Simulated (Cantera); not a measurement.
Charge: 1 mol C2F6, 0.026 mol HCl, held at 2600 K and 1.00 Torr.

Equilibrium computed with Cantera from the NASA thermochemical tables; the gas is ideal and each condensed phase is pure. The feed counts by its element totals alone. Rates play no part.

```csv
species,before,after
F,0.888,0.878
CF,0.0390,0.0647
C3,0.00166,0.0232
CF2,0.0610,0.0180
CF4,2.04e-5,3.04e-7
C5,7.51e-6,0.000220
C4,1.52e-6,4.23e-5
C2,0.000156,0.00226
CF3,0.000103,9.05e-6
C,0.000468,0.00484
"C(graphite), mol",1.40,1.01
```
Gas species are given as mole fractions.

Q: Which change was made?
(A) HCl from 0.026 to 0.02 mol
(B) temperature from 2600 K to 2798.15 K
(C) pressure from 1.00 Torr to 75.0 Torr
(D) temperature from 2600 K to 3375 K

A: B, temperature from 2600 K to 2798.15 K
